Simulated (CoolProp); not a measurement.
Properties of n-undecane along the isobar 1.82 MPa (Tc = 638.8 K, pc = 1.990 MPa, ω = 0.539).

The numbers come from the reference Helmholtz-energy equation of state, Aleksandrov 2011 in CoolProp. It is a short technical equation, of lower accuracy than the large ones.

```csv
T (K),phase,cp (kJ/(kg K)),isothermal compressibility (1/MPa)
293.5,liquid,2.199,0.0009882
307.8,liquid,2.245,0.001091
322.1,liquid,2.294,0.001206
336.3,liquid,2.345,0.001334
350.6,liquid,2.398,0.001480
364.9,liquid,2.453,0.001646
379.1,liquid,2.508,0.001834
393.4,liquid,2.565,0.002051
407.7,liquid,2.622,0.002304
422,liquid,2.680,0.002599
```
